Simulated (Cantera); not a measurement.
Predominance diagram of Mg at 900 K against the partial pressures of O2 and F2 (log10, bar). Source: NASA polynomial tables (part measured, part estimated), evaluated in Cantera. Candidates: Mg(s), MgF2(s), MgO(s). Only these pure phases compete in this equilibrium. Not in the tables: oxide halides.

Task: Which phase is stable at these pairs, and which metal-bearing vapour leads over it? (-2.6, -11.5); (-7.8, -3.8); (-15.5, -15.3); (-3.9, -7.6); (-9.1, -30.5); (-1.3, 0); (-5.2, -34.4)

Result: 
```csv
log p(O2),log p(F2),phase,chief vapour,log p (bar)
-2.6,-11.5,MgF2(s),MgF2,-13.1
-7.8,-3.8,MgF2(s),MgF2,-13.1
-15.5,-15.3,MgF2(s),MgF2,-13.1
-3.9,-7.6,MgF2(s),MgF2,-13.1
-9.1,-30.5,MgF2(s),MgF2,-13.1
-1.3,0,MgF2(s),MgF2,-13.1
-5.2,-34.4,MgO(s),MgF2,-18.0
```
